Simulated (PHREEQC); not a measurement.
Dissolve 0.0097 mol/kgw CuCl2 and 0.00748 mol/kgw H2SO4 at 25 °C. Closed to the air; pH follows from the charge balance.

All values are PHREEQC results (ion-association model, phreeqc.dat), not measurements.

No solid was allowed to form.

### Question
Estimate the pH, ionic strength.

### Answer
pH 1.96; ionic strength 0.0406 mol/kgw.

### Question
In which forms is S present?

### Answer
SO4-2 49 %, HSO4- 31 %, CuSO4 20 % of the S.
